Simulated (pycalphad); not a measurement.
Source of the numbers: pycalphad with the COST 507 light-alloy database (1999); pressure 1 atm. The database dates from 1999; later assessments differ in places, in temperatures and in the compounds included. Phase fractions are per mole of atoms.

**Question.** Give the equilibrium state of Si-16.6Cu (at.%) at 1550 K.

**Answer.** liquid, fraction 0.750, with 22.1 Cu at.%; diamond (Si), fraction 0.250, with no Cu at.%.

**Question.** Give the equilibrium state of Si-16.6Cu (at.%) at 600 K.

**Answer.** diamond (Si), fraction 0.782, with no Cu at.%; CU19SI6_ETA, fraction 0.218, with 76.0 Cu at.%.

Database names, with the compositions (at.%) that they take in these runs: CU19SI6_ETA: Cu 76 Si 24. An entry "none" or "no" means that the model of the phase leaves that element out.
